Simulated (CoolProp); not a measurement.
Saturated liquid density (kg/m³) of ethanol: the reference equation beside estimates from Tc = 514.7 K, pc = 62.68 bar, ω = 0.644. Rackett uses Z = 0.29056 − 0.08775 ω.

Computed with CoolProp (reference Helmholtz-energy equation of state, Schroeder 2014).

```tsv
T (K)	reference	Rackett	van der Waals	Soave-Redlich-Kwong	Peng-Robinson
393.6	690.2	753.3	361.9	574.6	650.2
399.7	682.5	742.8	357.3	566.4	641.2
405.9	674.3	731.8	352.5	557.7	631.5
412	665.9	720.7	347.6	548.7	621.6
418.1	657.0	709.4	342.5	539.4	611.1
424.3	647.6	697.5	337.2	529.3	599.9
430.4	638.0	685.4	331.7	519.0	588.3
436.5	627.8	672.9	326.1	508.0	576.0
442.6	617.2	660.0	320.2	496.5	562.9
448.8	605.9	646.3	314.0	484.0	548.8
454.9	594.2	632.1	307.6	471.0	533.9
461	581.9	617.3	300.8	457.2	518.0
```

Absolute difference from the reference over all 12 rows, mean and median: Rackett 7.6 and 7.6 %, van der Waals 48.0 and 48.0 %, Soave-Redlich-Kwong 18.7 and 18.5 %, Peng-Robinson 7.9 and 7.6 %.
